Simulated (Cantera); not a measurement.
Mixture: CH₃OH : O₂ : N₂ : H₂O = 1 : 0.75 : 2.82 : 1.3 (molar parts), equivalence ratio 2.0, at 825 Torr, adiabatic and at constant volume. Ignition delay is the time to a rise of 400 K.

Detailed kinetics in Cantera: GRI-Mech 3.0 (53 species, 325 reactions). GRI-Mech 3.0 was tuned for natural gas; its chemistry of methanol as a main component is partial and can be far from experiment.

Task: Predict: delay at 1125 K; delay at 1225 K; delay at 1325 K; delay at 1425 K; delay at 1525 K; apparent activation energy between 1475 and 1575 K.

Result: 
- delay at 1125 K: 19.5 ms
- delay at 1225 K: 3.33 ms
- delay at 1325 K: 0.755 ms
- delay at 1425 K: 0.218 ms
- delay at 1525 K: 77.1 µs
- apparent activation energy between 1475 and 1575 K: 180 kJ/mol
